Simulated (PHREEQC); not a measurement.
Consider water at 25 °C with 0.01 mol/kgw Cu(BF4)2 and 0.038 mol/kgw HNO3. Closed to the air; pH follows from the charge balance.

Model: ion-association model, phreeqc.dat, run in PHREEQC.

```csv
quantity,before,after
pH,1.51,1.82
ionic strength (mol/kgw),0.0663,0.0477
HF (mol/kgw),0.00852,0.00751
F- (mol/kgw),0.000238,0.000409
HF2- (mol/kgw),7.79e-6,1.18e-5
```

Question: What was changed between the two runs?
A) HNO3 replaced by Cd(NO3)2 at the same molality
B) HNO3 from 0.038 to 0.019 mol/kgw
C) Cu(BF4)2 replaced by KF at the same molality
D) temperature from 25 to 55 °C
E) Cu(BF4)2 from 0.01 to 0.001 mol/kgw

Answer: B, HNO3 from 0.038 to 0.019 mol/kgw

Precipitation was switched off in this run. Real BF4- forms and hydrolyses slowly; the run takes it at equilibrium.
